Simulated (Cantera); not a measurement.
## Equilibrium for silicon epitaxy and polysilicon growth: Si2H6 + Cl2 + N2

Charge: 1 mol Si2H6, 0.011 mol Cl2, a varied amount of N2, held at 1448.15 K and 140000 Pa.

Method: chemical equilibrium by Gibbs-energy minimisation in Cantera with the NASA 1993 tables (ideal gas, pure condensed phases). Candidate condensed phases: NH4Cl, Si, Si3N4; 28 gas species. The feed counts by its element totals alone. N2 is the only nitrogen source here; it is nearly inert below about 1500 K, so the nitride shown seldom forms there in practice. Rates play no part.

```csv
n(N2) (mol),x N2,x H2,x HCl,x NH3,x H,x Cl,x SiCl2,n Si3N4(s)
17,0.839,0.160,0.00118,5.98e-6,3.12e-6,1.87e-8,1.55e-8,0.667
47,0.938,0.0614,0.000452,1.50e-6,1.93e-6,1.16e-8,5.53e-9,0.667
77,0.962,0.0380,0.000280,7.40e-7,1.52e-6,9.12e-9,3.36e-9,0.667
110,0.973,0.0268,0.000197,4.40e-7,1.28e-6,7.66e-9,2.35e-9,0.667
140,0.979,0.0211,0.000155,3.09e-7,1.13e-6,6.80e-9,1.85e-9,0.667
170,0.982,0.0174,0.000128,2.32e-7,1.03e-6,6.18e-9,1.52e-9,0.667
200,0.985,0.0148,0.000109,1.83e-7,9.50e-7,5.70e-9,1.29e-9,0.667
```
x: gas mole fraction; n: condensed amount in mol.

From 17 mol N2 to 200 mol N2 the condensed part is Si3N4(s).
